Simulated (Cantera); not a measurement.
Input (Python, Cantera) and output of one run.

```python
import numpy as np
import cantera as ct

gas_names = """
    CL CL2 H HCL H2 Si SiCL SiCL2 SiCL3 SiCL4 SiH SiHCL3 SiH2 SiH2CL2 SiH3 SiH3CL SiH4 Si2 Si3
""".split()
cond_names = """
    Si(cr) Si(L)
""".split()


# ... load() reads the species with a 1 bar reference pressure and builds the phases ...
atoms = {
    'SiCl4': {'Si': 1, 'CL': 4},
    'Cl2': {'CL': 2},
    'H2': {'H': 2},
}
top_T = {}  # K; cautious upper limits of use, not melting points


# ... equilibrate(T, P, feed) seeds the gas with the atoms and calls Mixture.equilibrate('TP', solver="vcs", rtol=1e-11, max_steps=5000) ...
results = []
feed = {'SiCl4': 1, 'Cl2': 2.5, 'H2': 3.3}  # mol
T = 623  # K
P = 34000  # Pa
mix = equilibrate(T, P, feed)
results.append((T, P, feed, dict(zip(mix.species_names, mix.species_moles))))
print(gas.report(threshold=0.001))
for i in range(1, mix.n_phases):
    print(f"{mix.phase(i).name:16s} {mix.phase_moles(i):12.5e} mol")
```

Result:

```
       temperature   623 K
          pressure   34000 Pa
           density   0.3415 kg/m^3
  mean mol. weight   52.028 kg/kmol
   phase of matter   gas

                          1 kg             1 kmol
                     ---------------   ---------------
          enthalpy       -2.9316e+06       -1.5253e+08  J
   internal energy       -3.0312e+06       -1.5771e+08  J
           entropy            4722.9        2.4572e+05  J/K
    Gibbs function        -5.874e+06       -3.0561e+08  J
 heat capacity c_p            776.65             40407  J/K
 heat capacity c_v            616.84             32093  J/K

                      mass frac. Y      mole frac. X     chem. pot. / RT
                     ---------------   ---------------   ---------------
               HCL           0.51525            0.7353           -42.443
                H2         0.0045586           0.11765           -19.692
             SiCL4           0.48019           0.14706           -173.23
     [  +16 minor]        2.8352e-06        1.0891e-06

Si(cr)            0.00000e+00 mol
```

Cantera equilibrium calculation (NASA polynomials, part measured and part estimated; ideal gas, pure solids and liquids).
